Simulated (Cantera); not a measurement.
A closed system holds: 1 mol Al, 2.1 mol O2, 11 mol N2, 0.98 mol NH3, at 730 Pa.

Cantera equilibrium calculation (NASA polynomials, part measured and part estimated; ideal gas, pure solids and liquids). Candidate condensed phases: Al, AlN, Al2O3, H2O; 35 gas species. Equilibrium is a limit: real reactors are often held back by kinetics, nucleation or transport.

x: gas mole fraction; n: condensed amount in mol.

```json
[
 {"T (K)": "748", "x N2": "0.846", "x H2O": "0.108", "x O2": "0.0453", "x OH": "[?]", "x NO": "3.71e-7", "x H2": "<1e-12", "x O": "<1e-12", "n Al2O3(s)": "0.500"},
 {"T (K)": "848", "x N2": "0.846", "x H2O": "0.108", "x O2": "0.0453", "x OH": "[?]", "x NO": "2.10e-6", "x H2": "2.52e-12", "x O": "1.70e-12", "n Al2O3(s)": "0.500"},
 {"T (K)": "948", "x N2": "0.846", "x H2O": "0.108", "x O2": "0.0453", "x OH": "[?]", "x NO": "8.24e-6", "x H2": "1.02e-10", "x O": "7.40e-11", "n Al2O3(s)": "0.500"},
 {"T (K)": "1048", "x N2": "0.846", "x H2O": "0.108", "x O2": "0.0453", "x OH": "[?]", "x NO": "2.49e-5", "x H2": "2.04e-9", "x O": "1.58e-9", "n Al2O3(s)": "0.500"},
 {"T (K)": "1148", "x N2": "0.846", "x H2O": "0.108", "x O2": "0.0453", "x OH": "[?]", "x NO": "6.21e-5", "x H2": "2.45e-8", "x O": "1.98e-8", "n Al2O3(s)": "0.500"},
 {"T (K)": "1248", "x N2": "0.846", "x H2O": "0.108", "x O2": "0.0452", "x OH": "[?]", "x NO": "0.000134", "x H2": "1.98e-7", "x O": "1.66e-7", "n Al2O3(s)": "0.500"},
 {"T (K)": "1348", "x N2": "0.846", "x H2O": "0.108", "x O2": "0.0452", "x OH": "[?]", "x NO": "0.000257", "x H2": "1.18e-6", "x O": "1.01e-6", "n Al2O3(s)": "0.500"},
 {"T (K)": "1448", "x N2": "0.846", "x H2O": "0.108", "x O2": "0.0450", "x OH": "[?]", "x NO": "0.000451", "x H2": "5.49e-6", "x O": "4.85e-6", "n Al2O3(s)": "0.500"},
 {"T (K)": "1548", "x N2": "0.846", "x H2O": "0.108", "x O2": "0.0449", "x OH": "[?]", "x NO": "0.000736", "x H2": "2.11e-5", "x O": "1.89e-5", "n Al2O3(s)": "0.500"},
 {"T (K)": "1648", "x N2": "0.846", "x H2O": "0.108", "x O2": "0.0446", "x OH": "[?]", "x NO": "0.00113", "x H2": "6.87e-5", "x O": "6.26e-5", "n Al2O3(s)": "0.500"},
 {"T (K)": "1748", "x N2": "0.845", "x H2O": "0.107", "x O2": "0.0442", "x OH": "[?]", "x NO": "0.00165", "x H2": "0.000196", "x O": "0.000180", "n Al2O3(s)": "0.500"},
 {"T (K)": "1848", "x N2": "0.844", "x H2O": "0.107", "x O2": "0.0436", "x OH": "[?]", "x NO": "0.00230", "x H2": "0.000497", "x O": "0.000463", "n Al2O3(s)": "0.500"},
 {"T (K)": "1948", "x N2": "0.843", "x H2O": "0.105", "x O2": "0.0429", "x OH": "[?]", "x NO": "0.00309", "x H2": "0.00114", "x O": "0.00108", "n Al2O3(s)": "0.500"},
 {"T (K)": "2048", "x N2": "0.840", "x H2O": "0.102", "x O2": "0.0420", "x OH": "[?]", "x NO": "0.00402", "x H2": "0.00239", "x O": "0.00230", "n Al2O3(s)": "0.500"}
]
```

Q: Complete the blanks.

A: 
- 748, x OH: 3.89e-10
- 848, x OH: 8.42e-9
- 948, x OH: 9.55e-8
- 1048, x OH: 6.83e-7
- 1148, x OH: 3.47e-6
- 1248, x OH: 1.36e-5
- 1348, x OH: 4.35e-5
- 1448, x OH: 0.000119
- 1548, x OH: 0.000284
- 1648, x OH: 0.000610
- 1748, x OH: 0.00120
- 1848, x OH: 0.00218
- 1948, x OH: 0.00371
- 2048, x OH: 0.00594
